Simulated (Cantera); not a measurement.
A Cantera script and what it prints.

```python
import numpy as np
import cantera as ct

gas_names = """
    NO2 NO
""".split()
cond_names = """
    VN(s) V(cr) V(L)
""".split()


# ... load() reads the species with a 1 bar reference pressure and builds the phases ...
species = {s.name: s for s in load("nasa_gas.yaml", gas_names) + load("nasa_condensed.yaml", cond_names)}
# Each term lists the table entries of one substance; the one whose range holds T is used.
reactions = {
    'VN + NO2(g) = V + 2 NO(g)':
        [(-1, ['VN(s)']), (-1, ['NO2']), (1, ['V(cr)', 'V(L)']), (2, ['NO'])],
}


def pick(names, T):
    return next(species[n] for n in names if species[n].thermo.min_temp <= T <= species[n].thermo.max_temp)


results = []
for label, terms in reactions.items():
    print(label)
    print("     T/K   dH/kJ  dS/(J/K)   dG/kJ   log10 K")
    for T in [850, 950, 1050, 1150, 1250, 1350, 1450, 1550, 1650, 1750, 1850]:
        used = [(nu, pick(names, T)) for nu, names in terms]
        dH = sum(nu * s.thermo.h(T) for nu, s in used) / 1e6
        dS = sum(nu * s.thermo.s(T) for nu, s in used) / 1e3
        dG = dH - T * dS / 1e3
        logK = -dG * 1e6 / (ct.gas_constant * T * np.log(10))
        results.append((label, T, dH, dS, dG, logK, [s.name for _, s in used]))
        print(f"{T:8g} {dH:8.1f} {dS:8.1f} {dG:8.1f} {logK:8.2f}")
```

It prints:

```
VN + NO2(g) = V + 2 NO(g)
     T/K   dH/kJ  dS/(J/K)   dG/kJ   log10 K
     850    364.1    171.9    218.0   -13.40
     950    363.3    171.0    200.8   -11.04
    1050    362.5    170.2    183.8    -9.14
    1150    361.6    169.4    166.8    -7.58
    1250    360.7    168.6    149.9    -6.26
    1350    359.8    167.9    133.1    -5.15
    1450    358.9    167.3    116.3    -4.19
    1550    358.0    166.7     99.6    -3.36
    1650    357.1    166.1     83.0    -2.63
    1750    356.2    165.6     66.4    -1.98
    1850    355.3    165.1     49.9    -1.41
```

Cantera with NASA thermochemical tables; ideal gases at 1 bar, condensed phases pure. VN: taken at fixed stoichiometry. Condensed species are held in their standard states even where they would react or evaporate.
